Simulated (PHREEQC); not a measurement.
Solution (25 °C): 0.25 mol/kgw NaOH, 8.5e-05 mol/kgw H4SiO4 and 0.0013 mol/kgw Na2CO3. Closed to the air; pH follows from the charge balance.

Computed with PHREEQC (ion-association model, wateq4f.dat).

Question: The ionic strength comes out as 0.253 mol/kgw. What activity coefficients do OH-, Na+, NaCO3-, CO3-2, H3SiO4- get?

Answer: OH- 0.69, Na+ 0.73, NaCO3- 0.73, CO3-2 0.29, H3SiO4- 0.70.

Precipitation was switched off in this run.
